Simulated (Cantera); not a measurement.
Charge: 1 mol Al, 7 mol NH3, 140 mol N2, held at 6200 Pa.

Cantera equilibrium calculation (NASA polynomials, part measured and part estimated; ideal gas, pure solids and liquids). Candidate condensed phases: Al, AlN; 13 gas species. Equilibrium is a limit: real reactors are often held back by kinetics, nucleation or transport.

Task: What share of the Al ends up in condensed phases as a function of T (°C), at 852, 952, 1052, 1152, 1252, 1352, 1452, 1552, 1652, 1752, 1852?

Result: 
```json
[
 {"T (°C)": "852", "Al condensed (%)": "100.0", "as": "AlN(s)"},
 {"T (°C)": "952", "Al condensed (%)": "100.0", "as": "AlN(s)"},
 {"T (°C)": "1052", "Al condensed (%)": "100.0", "as": "AlN(s)"},
 {"T (°C)": "1152", "Al condensed (%)": "100.0", "as": "AlN(s)"},
 {"T (°C)": "1252", "Al condensed (%)": "100.0", "as": "AlN(s)"},
 {"T (°C)": "1352", "Al condensed (%)": "100.0", "as": "AlN(s)"},
 {"T (°C)": "1452", "Al condensed (%)": "99.9", "as": "AlN(s)"},
 {"T (°C)": "1552", "Al condensed (%)": "99.4", "as": "AlN(s)"},
 {"T (°C)": "1652", "Al condensed (%)": "95.1", "as": "AlN(s)"},
 {"T (°C)": "1752", "Al condensed (%)": "65.5", "as": "AlN(s)"},
 {"T (°C)": "1852", "Al condensed (%)": "0.0", "as": "-"}
]
```
